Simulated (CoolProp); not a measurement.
Nitrous oxide along the isobar 28.5 MPa: fugacity coefficient from the reference equation and from simpler models built on Tc = 36.4 °C, pc = 7.245 MPa, ω = 0.161; each cubic takes its own stable root.

The numbers come from the reference Helmholtz-energy equation of state, Lemmon 2006 in CoolProp. It is a short technical equation, of lower accuracy than the large ones.

| T (°C) | phase | reference | Soave-Redlich-Kwong | Peng-Robinson |
|---|---|---|---|---|
| 11.15 | liquid | 0.1755 | 0.1874 | 0.1718 |
| 24.15 | liquid | 0.2186 | 0.2339 | 0.2145 |
| 37.05 | supercritical | 0.2645 | 0.2835 | 0.2602 |
| 50.05 | supercritical | 0.3129 | 0.3357 | 0.3084 |
| 63.05 | supercritical | 0.3625 | 0.3890 | 0.3577 |
| 76.05 | supercritical | 0.4122 | 0.4421 | 0.4070 |
| 89.05 | supercritical | 0.4609 | 0.4939 | 0.4553 |
| 102.05 | supercritical | 0.5079 | 0.5436 | 0.5018 |
| 115.05 | supercritical | 0.5525 | 0.5906 | 0.5458 |
| 127.95 | supercritical | 0.5939 | 0.6340 | 0.5868 |
| 140.95 | supercritical | 0.6327 | 0.6744 | 0.6252 |
| 153.95 | supercritical | 0.6685 | 0.7116 | 0.6607 |
| 166.95 | supercritical | 0.7013 | 0.7457 | 0.6935 |
| 179.95 | supercritical | 0.7313 | 0.7767 | 0.7236 |
